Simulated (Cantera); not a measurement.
Feed: 1 mol Si, 3.2 mol Br2, 53 mol H2, at 9100 Pa.

Equilibrium computed with Cantera from the NASA thermochemical tables; the gas is ideal and each condensed phase is pure. Candidate condensed phases: Br2, Si; 19 gas species. The tables' values for SiBr3 are old estimates; treat these amounts as uncertain. Kinetics and transport are ignored. All values below are at 1050 K.

Base state: H2 0.934, HBr 0.0476, SiBr4 0.0150, SiHBr3 0.00178, SiBr2 0.000959, SiBr3 0.000290, SiH2Br2 0.000101 (mole fractions); condensed: gas only.

What changes in the equilibrium state with this change: Br2 from 3.2 to 0.8 mol?


```csv
species,before,after
H2,0.934,0.976
HBr,0.0476,0.0208
SiBr4,0.0150,0.00155
SiBr3,0.000290,7.03e-5
SiHBr3,0.00178,0.000442
SiBr2,0.000959,0.000543
"Si(s), mol",0,0.857
```
